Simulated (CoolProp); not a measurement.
The fluid at 492.18 K and 0.0569 MPa is throttled through a valve to 0.00584 MPa with no heat exchange. The same conditions are run with several fluids, on thermodynamics alone (safety and materials aside).

The numbers come from the reference Helmholtz-energy equation of state of each fluid (dodecamethylpentasiloxane (MD3M): Thol 2019; n-butane: Bücker 2006; toluene: Lemmon 2006; ammonia: Gao 2020; R404A: Lemmon 2003) in CoolProp. Blends and air are pseudo-pure fits.

```json
[
 {"fluid": "dodecamethylpentasiloxane (MD3M)", "temperature change (K)": "…", "final density (kg/m³)": "…"},
 {"fluid": "n-butane", "temperature change (K)": "-0.3", "final density (kg/m³)": "…"},
 {"fluid": "toluene", "temperature change (K)": "…", "final density (kg/m³)": "…"},
 {"fluid": "ammonia", "temperature change (K)": "-0.3", "final density (kg/m³)": "…"},
 {"fluid": "R404A", "temperature change (K)": "…", "final density (kg/m³)": "…"}
]
```

**Question.** Some entries are withheld; supply them.

**Answer.** 
- dodecamethylpentasiloxane (MD3M), temperature change (K): -1.4
- dodecamethylpentasiloxane (MD3M), final density (kg/m³): 0.554
- n-butane, final density (kg/m³): 0.0830
- toluene, temperature change (K): -0.7
- toluene, final density (kg/m³): 0.132
- ammonia, final density (kg/m³): 0.0243
- R404A, temperature change (K): -0.2
- R404A, final density (kg/m³): 0.139
